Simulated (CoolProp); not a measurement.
A closed Brayton cycle with nitrogen: compressor inlet 318.15 K and 3 MPa, high pressure 8.09 MPa, turbine inlet 835 K, compressor efficiency 0.8, turbine efficiency 0.85, recuperator effectiveness 0.8 (on enthalpy, no pinch check). Each further row changes one setting.

The numbers come from the reference Helmholtz-energy equation of state, Span 2000 in CoolProp.

```csv
case,thermal efficiency (%),net work (kJ/kg),compressor to turbine work,compressor exit (K),turbine exit (K)
as stated,21.0,49.9,0.73,449.1,669.5
turbine inlet 785 K,17.7,38.5,0.78,449.1,627.9
compressor inlet 328.15 K,19.4,45.4,0.76,463.1,669.5
high pressure 6.88 MPa,21.7,47.9,0.70,425.1,694.0
recuperator effectiveness 0.5,16.1,49.9,0.73,449.1,669.5
```
